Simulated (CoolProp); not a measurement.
Model: reference Helmholtz-energy equation of state, Lemmon 2004, in CoolProp. It is a short technical equation, of lower accuracy than the large ones.

### Question
For n-dodecane, give the phase and the cp (kJ/(kg K)), isothermal compressibility (1/MPa), expansivity (1/kK), viscosity (µPa s) at 502.8 K and 915 kPa; 551.6 K and 915 kPa; 580.9 K and 915 kPa.

### Answer
- 502.8 K and 915 kPa: liquid; cp 3.01, isothermal compressibility 0.00542, expansivity 1.63, viscosity 180
- 551.6 K and 915 kPa: liquid; cp 3.23, isothermal compressibility 0.0106, expansivity 2.20, viscosity 123
- 580.9 K and 915 kPa: liquid; cp 3.39, isothermal compressibility 0.0185, expansivity 2.91, viscosity 94.3

Viscosity comes from a separate model (Huber 2004).
